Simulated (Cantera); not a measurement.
Mixture: 4.83 % CH4, 2.85 % H2, 19.4 % O2, 72.9 % N2, equivalence ratio 0.57, at 5.00 bar, adiabatic and at constant pressure. Ignition delay is the time to a rise of 400 K.

Computed with Cantera and GRI-Mech 3.0 (53 species, 325 reactions). Below about 1000 K GRI-Mech 3.0 lacks low-temperature oxidation paths.

Q: Predict: delay at 973 K; delay at 1048 K; delay at 1123 K; delay at 1198 K; delay at 1273 K; delay at 1348 K; apparent activation energy between 1198 and 1348 K.

A: 
```json
{
 "delay at 973 K": "41.4 ms",
 "delay at 1048 K": "5.49 ms",
 "delay at 1123 K": "1.20 ms",
 "delay at 1198 K": "0.466 ms",
 "delay at 1273 K": "0.235 ms",
 "delay at 1348 K": "0.132 ms",
 "apparent activation energy between 1198 and 1348 K": "110 kJ/mol"
}
```
